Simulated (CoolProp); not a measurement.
Ammonia along the isotherm 35.45 °C: density (kg/m³) from the reference equation and from simpler models built on Tc = 132.4 °C, pc = 113.6 bar, ω = 0.256; each cubic takes its own stable root.

Model: reference Helmholtz-energy equation of state, Gao 2020, in CoolProp.

```json
[
 {"p (bar)": "18.9", "phase": "liquid", "reference": "587.5"},
 {"p (bar)": "37.9", "phase": "liquid", "reference": "589.5"},
 {"p (bar)": "56.8", "phase": "liquid", "reference": "591.5"},
 {"p (bar)": "75.8", "phase": "liquid", "reference": "593.5"},
 {"p (bar)": "94.7", "phase": "liquid", "reference": "595.4"},
 {"p (bar)": "114", "phase": "liquid", "reference": "597.2"},
 {"p (bar)": "133", "phase": "liquid", "reference": "599.0"},
 {"p (bar)": "152", "phase": "liquid", "reference": "600.8"},
 {"p (bar)": "170", "phase": "liquid", "reference": "602.4"},
 {"p (bar)": "189", "phase": "liquid", "reference": "604.1"},
 {"p (bar)": "208", "phase": "liquid", "reference": "605.7"},
 {"p (bar)": "227", "phase": "liquid", "reference": "607.3"},
 {"p (bar)": "246", "phase": "liquid", "reference": "608.9"},
 {"p (bar)": "265", "phase": "liquid", "reference": "610.4"},
 {"p (bar)": "284", "phase": "liquid", "reference": "612.0"}
]
```

**Question.** How far does each simpler model (Redlich-Kwong, Peng-Robinson) lie from the reference over these 15 states: mean and median of the absolute difference, and the worst?

**Answer.** 
- Redlich-Kwong: mean 28.5 %, median 23.5 %, worst -97.5 % at 35.45 °C and 18.9 bar
- Peng-Robinson: mean 10.4 %, median 10.4 %, worst -10.6 % at 35.45 °C and 18.9 bar

At some of these states Redlich-Kwong gives the other phase, because its saturation line lies elsewhere.
